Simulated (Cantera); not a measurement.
Input: 1 mol CuO, 1.8 mol CO, at 1627 °C and 10000 Pa.

These are equilibrium values from Cantera (NASA tables, ideal gas, pure condensed phases), not measurements of a reactor. Candidate condensed phases: C, Cu, CuO, Cu2O; 15 gas species. The numbers say what is thermodynamically allowed, not how fast it happens.

Base state: CO2 0.547, CO 0.437, Cu 0.0162, Cu2 4.65e-5 (mole fractions); condensed: Cu(l).

Question: What changes in the equilibrium state with this change: pressure from 10000 Pa to 1000 Pa?

Answer: 
| species | before | after |
|---|---|---|
| CO2 | 0.547 | 0.465 |
| CO | 0.437 | 0.373 |
| Cu | 0.0162 | 0.162 |
| Cu2 | 4.65e-5 | 0.000465 |
| CuO | 1.31e-6 | 1.31e-5 |
| Cu(l), mol | 0.970 | 0.651 |

Question: What changes in the equilibrium state with this change: CuO replaced by Ta2O5?

Answer: 
```tsv
species	before	after
CO	0.437	0.999
CO2	0.547	0.00105
Cu	0.0162	0
Cu2	4.65e-5	0
Cu(l), mol	0.970	0
TaC(s), mol	0	0.000540
Ta2O5(s), mol	0	1.000
```
Mutual solubility and eutectic melting of coexisting phases are not modelled. TaC: taken at fixed stoichiometry. Condensed phases not in the tables: Ta2C. Further candidate phases: Ta, TaC, Ta2O5.

Question: What changes in the equilibrium state with this change: 1.8 mol H2O added?

Answer: 
| species | before | after |
|---|---|---|
| H2O | 0 | 0.438 |
| CO2 | 0.547 | 0.326 |
| CO | 0.437 | 0.166 |
| H2 | 0 | 0.0529 |
| Cu | 0.0162 | 0.0162 |
| H | 0 | 0.000577 |
| OH | 0 | 0.000393 |
| O2 | 4.70e-6 | 1.17e-5 |
| Cu2 | 4.65e-5 | 4.65e-5 |
| Cu(l), mol | 0.970 | 0.941 |
Further candidate phases: C6H6, C7H8, C8H18, Cu(OH)2, H2O.
